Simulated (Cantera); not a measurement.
Cantera run:

```python
import numpy as np
import cantera as ct

gas_names = """
    H H2 N NH NH2 NH3 N2 N2H2 N2H4 Si SiH SiH2 SiH3 SiH4 SiN Si2 Si2N Si3
""".split()
cond_names = """
    Si(cr) Si(L) Si3N4(a)
""".split()


def load(file, names, dense=False):
    # The tables refer to 1 bar. Condensed volumes are neglected.
    table = {s.name: s for s in ct.Species.list_from_file(file)}
    out = []
    for n in names:
        d = dict(table[n].input_data)
        d["thermo"] = dict(d["thermo"], **{"reference-pressure": 1e5})
        if dense:
            d["equation-of-state"] = {"model": "constant-volume", "density": "1e6 g/cm^3"}
        out.append(ct.Species.from_dict(d))
    return out


gas = ct.Solution(thermo="ideal-gas", species=load("nasa_gas.yaml", gas_names))
cond = {s.name: ct.Solution(thermo="fixed-stoichiometry", species=[s], name=s.name)
        for s in load("nasa_condensed.yaml", cond_names, dense=True)}
atoms = {
    'trisilylamine': {'Si': 3, 'N': 1, 'H': 9},
    'N2': {'N': 2},
    'H2': {'H': 2},
    'NH3': {'N': 1, 'H': 3},
}
top_T = {'Si3N4(a)': 2400}  # K; cautious upper limits of use, not melting points


def equilibrate(T, P, feed):
    n = {}
    for name, mol in feed.items():
        for a, k in atoms[name].items():
            n[a] = n.get(a, 0.0) + k * mol
    gas.TPX = T, P, n
    mass = sum(n.values()) * gas.mean_molecular_weight
    gas.equilibrate("TP")
    valid = [c for c in cond.values() if c.min_temp <= T <= top_T.get(c.name, c.max_temp)]
    mix = ct.Mixture([(gas, mass / gas.mean_molecular_weight)] + [(c, 0.0) for c in valid])
    mix.T, mix.P = T, P
    mix.equilibrate("TP", solver="vcs", rtol=1e-11, max_steps=5000)
    return mix


results = []
feed = {'trisilylamine': 1, 'N2': 37, 'H2': 25, 'NH3': 4}  # mol
P = 1333.22  # Pa
for T in [1000, 1100, 1200, 1300, 1400, 1500, 1600, 1700, 1800, 1900, 2000]:
    mix = equilibrate(T, P, feed)
    results.append((T, P, feed, dict(zip(mix.species_names, mix.species_moles))))
    x = sorted(zip(gas.X, gas.species_names), reverse=True)
    print(f"T = {T:g} K  P = {P:g} Pa  gas = {mix.phase_moles(0):.4g} mol")
    print("   x: " + "  ".join(f"{s} {v:.3e}" for v, s in x if v > 1e-05))
    print("   condensed (mol): " + ("  ".join(f"{mix.phase(i).name} {mix.phase_moles(i):.4g}"
          for i in range(1, mix.n_phases) if mix.phase_moles(i) > 1e-12) or "none"))
```

It prints:

```
T = 1000 K  P = 1333.22 Pa  gas = 73 mol
   x: N2 5.137e-01  H2 4.863e-01
   condensed (mol): Si3N4(a) 1
T = 1100 K  P = 1333.22 Pa  gas = 73 mol
   x: N2 5.137e-01  H2 4.863e-01
   condensed (mol): Si3N4(a) 1
T = 1200 K  P = 1333.22 Pa  gas = 73 mol
   x: N2 5.137e-01  H2 4.863e-01
   condensed (mol): Si3N4(a) 1
T = 1300 K  P = 1333.22 Pa  gas = 73 mol
   x: N2 5.137e-01  H2 4.863e-01
   condensed (mol): Si3N4(a) 1
T = 1400 K  P = 1333.22 Pa  gas = 73 mol
   x: N2 5.137e-01  H2 4.863e-01  H 2.938e-05
   condensed (mol): Si3N4(a) 1
T = 1500 K  P = 1333.22 Pa  gas = 73 mol
   x: N2 5.137e-01  H2 4.862e-01  H 1.063e-04
   condensed (mol): Si3N4(a) 1
T = 1600 K  P = 1333.22 Pa  gas = 73.01 mol
   x: N2 5.136e-01  H2 4.861e-01  H 3.283e-04
   condensed (mol): Si3N4(a) 1
T = 1700 K  P = 1333.22 Pa  gas = 73.04 mol
   x: N2 5.135e-01  H2 4.856e-01  H 8.893e-04  Si 1.899e-05
   condensed (mol): Si3N4(a) 0.9994
T = 1800 K  P = 1333.22 Pa  gas = 75.1 mol
   x: N2 5.260e-01  H2 4.716e-01  H 2.130e-03  Si 2.382e-04  SiH 2.155e-05  Si2N 1.420e-05  SiH2 1.412e-05
   condensed (mol): Si(L) 2.976
T = 1900 K  P = 1333.22 Pa  gas = 75.25 mol
   x: N2 5.249e-01  H2 4.693e-01  H 4.708e-03  Si 9.458e-04  SiH 6.494e-05  Si2N 3.832e-05  SiH2 2.737e-05  SiN 2.649e-05
   condensed (mol): Si(L) 2.913
T = 2000 K  P = 1333.22 Pa  gas = 75.63 mol
   x: N2 5.222e-01  H2 4.645e-01  H 9.599e-03  Si 3.266e-03  SiH 1.743e-04  Si2N 9.316e-05  SiN 7.095e-05  SiH2 4.932e-05  Si2 3.386e-05
   condensed (mol): Si(L) 2.71
```

These are equilibrium values from Cantera (NASA tables, ideal gas, pure condensed phases), not measurements of a reactor. The feed counts by its element totals alone. The tables' values for SiN are old estimates; treat these amounts as uncertain. Gases not in the tables: Si2H6 and higher silanes.
